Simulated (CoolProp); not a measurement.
Properties of octamethylcyclotetrasiloxane (D4) along the isobar 0.541 MPa.

Values from CoolProp's reference Helmholtz-energy equation of state, Thol 2015.

| T (K) | phase | density (kg/m³) | cp (kJ/(kg K)) | speed of sound (m/s) | expansivity (1/kK) | fugacity coefficient |
|---|---|---|---|---|---|---|
| 328.5 | liquid | 916.8 | 1.723 | 820.1 | 1.256 | 0.001940 |
| 358 | liquid | 882.5 | 1.782 | 728.3 | 1.335 | 0.008812 |
| 387.6 | liquid | 847.0 | 1.847 | 640.7 | 1.442 | 0.02957 |
| 417.1 | liquid | 810.1 | 1.915 | 557.0 | 1.586 | 0.07818 |
| 446.6 | liquid | 770.9 | 1.987 | 475.8 | 1.792 | 0.1723 |
| 476.1 | liquid | 728.0 | 2.065 | 395.5 | 2.114 | 0.3287 |
| 505.7 | liquid | 678.6 | 2.156 | 312.8 | 2.700 | 0.5585 |
| 535.2 | gas | 48.08 | 1.994 | 90.77 | 5.281 | 0.8022 |
| 564.7 | gas | 42.18 | 2.012 | 102.2 | 3.794 | 0.8395 |
